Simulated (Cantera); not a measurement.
A perfectly stirred reactor is fed with H₂ : O₂ : N₂ = 0.95 : 1 : 10 (molar parts), equivalence ratio 0.47, at 0.133 bar; it is held at 900 K, and followed from long to short residence time.

Model: the H2/O2 subset of GRI-Mech 3.0, which has no nitrogen chemistry, integrated in Cantera. Radical loss at walls, strong at low pressure, is not modelled. Below about 950 K walls govern HO2 and H2O2 in real vessels. The temperature is held fixed by assumption; the heat of reaction is taken as removed at once.

Problem. What does this change do: temperature 900 to 925 K?

Solution. 
```
quantity                  before     after
----------------------  --------  --------
x(H₂) at τ = 0.410 s     0.00268   0.00192
x(O₂) at τ = 0.410 s      0.0470    0.0466
x(HO₂) at τ = 0.410 s    7.24e-6   6.50e-6
x(O) at τ = 0.410 s      5.93e-5   7.29e-5
x(H₂O₂) at τ = 0.410 s   3.83e-7   3.85e-7
x(H₂) at τ = 50.0 ms     0.00739   0.00563
x(O₂) at τ = 50.0 ms      0.0492    0.0484
x(HO₂) at τ = 50.0 ms    8.79e-6   8.05e-6
x(O) at τ = 50.0 ms     0.000192  0.000239
x(H₂O₂) at τ = 50.0 ms   3.51e-7   3.98e-7
```

Problem. What does this change do: O2 1 to 3.8 parts?

Solution. 
```csv
quantity,before,after
x(H₂) at τ = 0.410 s,0.00268,0.00255
x(O₂) at τ = 0.410 s,0.0470,0.234
x(HO₂) at τ = 0.410 s,7.24e-6,1.63e-5
x(O) at τ = 0.410 s,5.93e-5,5.10e-5
x(H₂O₂) at τ = 0.410 s,3.83e-7,2.02e-6
x(H₂) at τ = 50.0 ms,0.00739,0.00644
x(O₂) at τ = 50.0 ms,0.0492,0.235
x(HO₂) at τ = 50.0 ms,8.79e-6,2.53e-5
x(O) at τ = 50.0 ms,0.000192,0.000171
x(H₂O₂) at τ = 50.0 ms,3.51e-7,1.59e-6
```
